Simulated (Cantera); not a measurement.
# Hydrocarbon pyrolysis for carbon deposition

An isothermal, constant-pressure homogeneous reactor starts with C₂H₄ : H₂ = 1 : 4.9 (molar parts), at 1723 K and 20.0 Torr.

Computed with Cantera and GRI-Mech 3.0 (53 species, 325 reactions). GRI-Mech 3.0 was tuned for natural gas; its chemistry of ethylene as a main component is partial and can be far from experiment. GRI-Mech 3.0 stops at C3 and has no aromatics, soot or wall deposition, so with more carbon than oxygen in the feed, carbon stays in small species such as C2H2 where larger ones or solid carbon would form. Radical loss at walls, strong at low pressure, is not modelled.

```csv
t (s),x C₂H₄,x H₂,x H,x CH₄,x CH₃,x C₂H₆,x C₂H₂
0.000400,0.166,0.831,5.65e-6,4.42e-8,6.18e-9,4.39e-8,0.00290
0.000984,0.161,0.832,1.38e-5,3.10e-7,1.68e-8,1.13e-7,0.00729
0.00242,0.148,0.834,3.17e-5,1.93e-6,4.07e-8,2.56e-7,0.0186
0.00596,0.116,0.838,5.62e-5,9.14e-6,7.12e-8,3.67e-7,0.0460
0.0147,0.0600,0.846,7.47e-5,2.59e-5,8.80e-8,2.49e-7,0.0936
0.0361,0.00971,0.854,0.000135,4.48e-5,1.56e-7,6.51e-8,0.137
0.0887,0.000145,0.855,0.000554,5.06e-5,6.66e-7,2.20e-9,0.145
0.218,0.000134,0.854,0.00100,5.87e-5,1.40e-6,2.37e-9,0.145
0.537,0.000133,0.854,0.00104,8.53e-5,2.11e-6,2.39e-9,0.145
1.32,0.000133,0.854,0.00104,0.000151,3.72e-6,2.46e-9,0.145
3.25,0.000133,0.854,0.00104,0.000302,7.45e-6,2.82e-9,0.145
8.00,0.000133,0.854,0.00104,0.000583,1.44e-5,4.11e-9,0.145
```
x: mole fraction; the columns are a selection and need not sum to one.

Equilibrium at this temperature and pressure: C₂H₄ 0.000133, H₂ 0.854, H 0.00104, CH₄ 0.000838, CH₃ 2.07e-5, C₂H₆ 5.98e-9, C₂H₂ 0.144 (gas phase only).
